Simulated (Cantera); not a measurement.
## Silicon epitaxy and polysilicon growth: SiCl4 + HCl + H2

A closed system holds: 1 mol SiCl4, a varied amount of HCl, 76 mol H2, at 527 °C and 1.10 bar.

Method: chemical equilibrium by Gibbs-energy minimisation in Cantera with the NASA 1993 tables (ideal gas, pure condensed phases). Candidate condensed phases: Si; 19 gas species. The numbers say what is thermodynamically allowed, not how fast it happens.

| n(HCl) (mol) | x H2 | x HCl | x SiCl4 | x SiHCl3 |
|---|---|---|---|---|
| 0.024 | 0.984 | 0.00323 | 0.0101 | 0.00279 |
| 0.037 | 0.984 | 0.00333 | 0.0102 | 0.00273 |
| 0.057 | 0.984 | 0.00348 | 0.0103 | 0.00263 |
| 0.088 | 0.983 | 0.00373 | 0.0104 | 0.00249 |
| 0.14 | 0.983 | 0.00417 | 0.0107 | 0.00227 |
| 0.21 | 0.982 | 0.00480 | 0.0109 | 0.00202 |
| 0.32 | 0.981 | 0.00587 | 0.0112 | 0.00169 |
| 0.5 | 0.979 | 0.00779 | 0.0116 | 0.00132 |
| 0.76 | 0.976 | 0.0108 | 0.0119 | 0.000974 |
| 1.2 | 0.971 | 0.0160 | 0.0121 | 0.000664 |
| 1.8 | 0.964 | 0.0233 | 0.0122 | 0.000457 |
x: gas mole fraction; nothing condenses.

From 0.024 mol HCl to 1.8 mol HCl nothing is condensed. The main Si-bearing gas is SiCl4 throughout.
